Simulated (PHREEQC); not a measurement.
Solution (80 °C): 0.0019 mol CuSO4, 5e-05 mol HBF4 and 0.00044 mol NaCl per kg of water. Closed to the air; pH follows from the charge balance.

Model: ion-association model, wateq4f.dat, run in PHREEQC.

This is a speciation only: nothing precipitates in the calculation.

Order these S species by the share of S that they hold, largest first: SO4-2, HSO4-, NaSO4-, CuSO4.

SO4-2 (81 %), CuSO4 (17 %), HSO4- (2.3 %), NaSO4- (0.16 %)

Order these F species by the share of F that they hold, largest first: F-, CuF+, HF.

F- (71 %), HF (27 %), CuF+ (2.1 %)

The pH is 4.02 and the ionic strength 0.00679 mol/kgw. Complexes and solids missing from the database can't appear. At this temperature some constants are extrapolated from 25 °C, and those without enthalpy data are left unchanged. Real BF4- forms and hydrolyses slowly; the run takes it at equilibrium.
